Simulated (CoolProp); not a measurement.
The numbers come from the reference Helmholtz-energy equation of state, Lemmon 2005 in CoolProp. It is a short technical equation, of lower accuracy than the large ones.

Task: For 1-butene, give the phase and the Z, Joule-Thomson coefficient (K/MPa), isothermal compressibility (1/MPa), expansivity (1/kK) at 354.2 K and 4510 kPa.

Result: 
- 354.2 K and 4510 kPa: liquid; Z 0.165, Joule-Thomson coefficient 0.0316, isothermal compressibility 0.00691, expansivity 2.94
